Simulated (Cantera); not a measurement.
A freely propagating, adiabatic, planar premixed flame of 4.53 % C₂H₆, 17.6 % O₂, 66.1 % N₂, 11.8 % CO₂, unburnt at 498 K and 1.97 atm; mixture-averaged transport, grid criteria slope 0.08 and curve 0.16, no radiation.

Model: GRI-Mech 3.0 (53 species, 325 reactions), integrated in Cantera. Burning velocities carry a grid error of a few per cent, more on coarse grids.

x: mole fraction of selected species; z is measured from the peak of heat release.

```
z (mm)   T (K)  u (m/s)    x C₂H₆    x O₂  x CO₂    x C₂H₄    x H₂O₂     x CH₄
-------  -----  -------  --------  ------  -----  --------  --------  --------
-0.895     499    0.395    0.0452   0.176  0.118   1.43e-6   4.43e-7   1.93e-6
-0.597     502    0.398    0.0451   0.175  0.117   1.00e-5   2.51e-6   9.96e-6
-0.447     513    0.407    0.0449   0.174  0.117   4.90e-5   9.70e-6   3.54e-5
-0.298       …    0.461    0.0434   0.167  0.117  0.000361   4.91e-5  0.000164
-0.149       …    0.729    0.0313   0.134  0.120   0.00273  0.000195  0.000758
-0.0746      …     1.02    0.0141  0.0981  0.128   0.00479  0.000142   0.00135
0            …     1.33  0.000752  0.0584  0.142   0.00187   2.72e-6  0.000943
0.0746    1739     1.44   6.08e-7  0.0390  0.158   3.80e-5   6.81e-7   6.62e-5
0.149     1800     1.49     <1e-8  0.0329  0.168   3.30e-7   5.68e-7   2.08e-6
0.298     1873     1.54     <1e-8  0.0283  0.178     <1e-8   3.94e-7     <1e-8
0.597     1945     1.59     <1e-8  0.0245  0.185     <1e-8   2.48e-7     <1e-8
1.19      2003     1.63     <1e-8  0.0214  0.192     <1e-8   1.52e-7     <1e-8
2.39      2041     1.66     <1e-8  0.0193  0.197     <1e-8   9.67e-8     <1e-8
```

Problem. Complete the blanks.

Solution. 
- -0.298, T (K): 577
- -0.149, T (K): 898
- -0.0746, T (K): 1241
- 0, T (K): 1595
